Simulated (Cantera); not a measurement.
Charge: 1 mol CO, 0.29 mol NH3, 0.21 mol N2, at 13500 Torr.

Method: chemical equilibrium by Gibbs-energy minimisation in Cantera with the NASA 1993 tables (ideal gas, pure condensed phases). Candidate condensed phases: C, C6H6, C7H8, C8H18, H2O; 136 gas species. Kinetics and transport are ignored.

x: gas mole fraction; n: condensed amount in mol.

```tsv
T (K)	x CO	x N2	x CO2	x H2	x H2O	x CH4	x HCN	n C(graphite)
950	0.0965	0.297	0.280	0.110	0.179	0.0368	4.04e-7	0.505
1025	0.191	0.275	0.225	0.147	0.134	0.0284	1.54e-6	0.426
1100	0.310	0.250	0.153	0.177	0.0886	0.0203	4.68e-6	0.314
1175	0.420	0.228	0.0858	0.200	0.0523	0.0138	1.20e-5	0.193
1250	0.491	0.214	0.0418	0.215	0.0286	0.00917	2.72e-5	0.101
1325	0.527	0.206	___	0.225	___	___	___	___
1400	0.544	0.203	0.00914	0.231	0.00844	0.00416	0.000107	0.0233
1475	0.552	0.201	0.00455	0.235	0.00482	0.00289	0.000192	0.0111
1550	0.555	0.200	0.00240	0.238	0.00288	0.00207	0.000324	0.00510
1625	0.557	0.199	___	0.239	___	___	___	___
1700	0.558	0.199	0.000801	0.240	0.00118	0.00112	0.000789	0
1775	0.558	0.198	0.000636	0.241	0.00102	0.000668	0.000907	0
```

**Question.** What belongs in the gaps?

**Answer.** 
- 1325, x CO2: 0.0193
- 1325, x H2O: 0.0154
- 1325, x CH4: 0.00613
- 1325, x HCN: 5.62e-5
- 1325, n C(graphite): 0.0491
- 1625, x CO2: 0.00134
- 1625, x H2O: 0.00179
- 1625, x CH4: 0.00151
- 1625, x HCN: 0.000520
- 1625, n C(graphite): 0.00189
